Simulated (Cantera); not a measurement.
A perfectly stirred reactor is fed with 1.36 % CH₄, 97.4 % H₂, 1.27 % CO₂, at 13300 Pa; it is held at 2100 K, and followed from long to short residence time.

Computed with Cantera and GRI-Mech 3.0 (53 species, 325 reactions).

Q: Predict: x(CH₄) at τ = 0.300 s; x(H₂) at τ = 0.300 s; x(CO₂) at τ = 0.300 s; x(C₂H) at τ = 0.300 s; x(C₂H₂) at τ = 0.300 s; x(CH₄) at τ = 9.40 ms; x(H₂) at τ = 9.40 ms; x(CO₂) at τ = 9.40 ms; x(C₂H) at τ = 9.40 ms; x(C₂H₂) at τ = 9.40 ms.

A: 
```
Item                      Result
----------------------  --------
x(CH₄) at τ = 0.300 s    0.00104
x(H₂) at τ = 0.300 s       0.963
x(CO₂) at τ = 0.300 s    4.62e-5
x(C₂H) at τ = 0.300 s    7.24e-7
x(C₂H₂) at τ = 0.300 s   0.00336
x(CH₄) at τ = 9.40 ms    0.00536
x(H₂) at τ = 9.40 ms       0.960
x(CO₂) at τ = 9.40 ms   0.000775
x(C₂H) at τ = 9.40 ms    6.14e-7
x(C₂H₂) at τ = 9.40 ms   0.00344
```
